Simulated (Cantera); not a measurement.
Mixture: CO : H2 : CH4 : O2 : N2 : H2O = 1 : 1.4 : 1.5 : 6.77 : 32.5 : 3.9 (molar parts), equivalence ratio 0.62, at 17.8 atm, adiabatic and at constant pressure. Ignition delay is the time to a rise of 400 K.

Computed with Cantera and GRI-Mech 3.0 (53 species, 325 reactions). The pressure lies above the range GRI-Mech 3.0 was tuned for (to about 10 atm).

Problem. What does this change do: 2.9 parts CO2 added?

Solution. 
```tsv
quantity	before	after
delay at 1050 K	4.82 ms	5.12 ms
delay at 1250 K	0.203 ms	0.222 ms
delay at 1450 K	28.4 µs	31.5 µs
delay at 1650 K	7.79 µs	8.68 µs
delay at 1850 K	2.88 µs	3.23 µs
apparent activation energy between 1750 and 1950 K	130 kJ/mol	120 kJ/mol
```
